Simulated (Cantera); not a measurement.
Standard-state values (1 bar) from the NASA 1993 polynomials, evaluated with Cantera. Values are per mole of reaction as written; species without (g) are pure solids or liquids, kept so even where they would boil at 1 bar.

Problem. Between 2173 and 2623 K, where is each reaction favourable under standard conditions?
- SO3(g) + PbO(g) + 8 N(g) → 4 N2O(g) + PbS(g)

Solution. 
- SO3(g) + PbO(g) + 8 N(g) → 4 N2O(g) + PbS(g): ΔG° is -1623 kJ at 2173 K and -1331 kJ at 2623 K; it stays negative (K > 1). ΔH° is -3034 kJ and ΔS° -649 J/K at 2623 K.
